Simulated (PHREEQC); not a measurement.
Dissolve 0.04 mol/kgw HCl, 1.1 mol/kgw LiCl and 0.00013 mol/kgw Fe2(SO4)3 at 82 °C. Closed to the air; pH follows from the charge balance.

Equilibrium calculation in PHREEQC: ion-association model, phreeqc.dat.

Each row changes one thing in this solution. No solid was allowed to form.

| case | pH | FeCl+2 (mol/kgw) | HSO4- (mol/kgw) | SO4-2 (mol/kgw) | LiSO4- (mol/kgw) | FeCl2+ (mol/kgw) | SI of Goethite (FeOOH) | SI of Hematite (Fe2O3) |
|---|---|---|---|---|---|---|---|---|
| as made | 1.54 | 0.000214 | 0.000207 | 0.000113 | 6.94e-5 | 3.00e-5 | +0.81 | +3.86 |
| temperature from 82 to 55 °C | 1.54 | 0.000187 | 0.000142 | 0.000148 | 9.97e-5 | 5.62e-5 | +0.31 | +2.77 |
| HCl from 0.04 to 0.08 mol/kgw | 1.24 | 0.000217 | 0.000269 | 7.54e-5 | 4.55e-5 | 3.12e-5 | -0.11 | +2.03 |
| Fe2(SO4)3 from 0.00013 to 0.000143 mol/kgw | 1.54 | 0.000235 | 0.000228 | 0.000124 | 7.64e-5 | 3.30e-5 | +0.85 | +3.95 |

The ionic strength passes 0.7 mol/kgw, the rough limit of the ion-association models, in every such run. Some of these states are supersaturated (in Hematite (slow to form), Goethite (slow to form), for instance). At this temperature some constants are extrapolated from 25 °C, and those without enthalpy data are left unchanged.
